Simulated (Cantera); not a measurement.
trisilylamine + NH3 + H2 + CO2 (silicon nitride deposition)

Charge: 1 mol trisilylamine, 9.4 mol NH3, 1.3 mol H2, 0.11 mol CO2, at 100000 Pa.

Cantera equilibrium calculation (NASA polynomials, part measured and part estimated; ideal gas, pure solids and liquids). Candidate condensed phases: C, C6H6, C7H8, C8H18, H2O, Si, SiC, SiO2, Si2N2O, Si3N4; 151 gas species. The feed counts by its element totals alone. Mutual solubility and eutectic melting of coexisting phases are not modelled. Gases not in the tables: Si2H6 and higher silanes. Rates play no part.

```json
[
 {"T (°C)": "602", "x H2": "0.853", "x N2": "0.142", "x CH4": "0.00477", "x SiO": "<1e-12", "x CO": "<1e-12", "x H": "4.63e-11", "n Si2N2O(s)": "0.220", "n Si3N4(s)": "0.853", "n C(graphite)": "0", "n SiC(s)": "0"},
 {"T (°C)": "752", "x H2": "0.853", "x N2": "0.142", "x CH4": "0.00477", "x SiO": "<1e-12", "x CO": "2.02e-11", "x H": "4.02e-9", "n Si2N2O(s)": "0.220", "n Si3N4(s)": "0.853", "n C(graphite)": "0", "n SiC(s)": "0"},
 {"T (°C)": "902", "x H2": "0.853", "x N2": "0.142", "x CH4": "0.00476", "x SiO": "<1e-12", "x CO": "1.09e-8", "x H": "1.13e-7", "n Si2N2O(s)": "0.220", "n Si3N4(s)": "0.853", "n C(graphite)": "0", "n SiC(s)": "0"},
 {"T (°C)": "1052", "x H2": "0.853", "x N2": "0.142", "x CH4": "0.00468", "x SiO": "1.30e-10", "x CO": "1.38e-6", "x H": "1.51e-6", "n Si2N2O(s)": "0.220", "n Si3N4(s)": "0.853", "n C(graphite)": "0", "n SiC(s)": "0"},
 {"T (°C)": "1202", "x H2": "0.856", "x N2": "0.141", "x CH4": "0.00213", "x SiO": "2.74e-8", "x CO": "2.97e-5", "x H": "1.20e-5", "n Si2N2O(s)": "0.219", "n Si3N4(s)": "0.854", "n C(graphite)": "0.0525", "n SiC(s)": "0"},
 {"T (°C)": "1352", "x H2": "0.856", "x N2": "0.143", "x CH4": "0.000568", "x SiO": "2.09e-6", "x CO": "0.000183", "x H": "6.53e-5", "n Si2N2O(s)": "0.216", "n Si3N4(s)": "0.829", "n C(graphite)": "0", "n SiC(s)": "0.0817"},
 {"T (°C)": "1502", "x H2": "0.856", "x N2": "0.143", "x CH4": "0.000111", "x SiO": "7.56e-5", "x CO": "0.000481", "x H": "0.000268", "n Si2N2O(s)": "0.207", "n Si3N4(s)": "0.832", "n C(graphite)": "0", "n SiC(s)": "0.0877"},
 {"T (°C)": "1652", "x H2": "0.853", "x N2": "0.143", "x CH4": "2.82e-5", "x SiO": "0.00154", "x CO": "0.00108", "x H": "0.000883", "n Si2N2O(s)": "0.159", "n Si3N4(s)": "0.856", "n C(graphite)": "0", "n SiC(s)": "0.0771"}
]
```
x: gas mole fraction; n: condensed amount in mol.

From 602 °C to 1052 °C the condensed part is Si2N2O(s) + Si3N4(s). At 1202 °C the condensed part is C(graphite) + Si2N2O(s) + Si3N4(s). From 1352 °C to 1652 °C the condensed part is SiC(s) + Si2N2O(s) + Si3N4(s).
